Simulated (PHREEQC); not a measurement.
Consider water at 25 °C with 8 mmol/kgw H2SeO4 and 0.072 mmol/kgw NaHCO3. Closed to the air; pH follows from the charge balance.

All values are PHREEQC results (ion-association model, wateq4f.dat), not measurements.

Each row changes one thing in this solution. No solid was allowed to form.

| case | pH | ionic strength (mol/kgw) | SeO4-2 (mol/kgw) | HSeO4- (mol/kgw) |
|---|---|---|---|---|
| as made | 1.91 | 0.0197 | 0.00584 | 0.00216 |
| temperature from 25 to 90 °C | 2.00 | (withheld) | 0.00343 | 0.00457 |
| NaHCO3 from 7.2e-05 to 7.92e-05 mol/kgw | 1.91 | 0.0197 | 0.00584 | 0.00216 |
| diluted 5-fold with water | 2.55 | 0.00450 | 0.00145 | 0.000151 |
| NaHCO3 left out | 1.91 | 0.0197 | 0.00583 | 0.00217 |
| H2SeO4 replaced by Na2SeO4 at the same molality | 7.95 | 0.0241 | 0.00800 | 2.65e-9 |
| H2SeO4 from 0.008 to 0.012 mol/kgw | 1.76 | 0.0280 | 0.00802 | (withheld) |

Problem. Some entries are withheld; supply them.

Solution. 
- temperature from 25 to 90 °C, ionic strength (mol/kgw): 0.0149
- H2SeO4 from 0.008 to 0.012 mol/kgw, HSeO4- (mol/kgw): 0.00398

Complexes and solids missing from the database can't appear. At this temperature some constants are extrapolated from 25 °C, and those without enthalpy data are left unchanged.
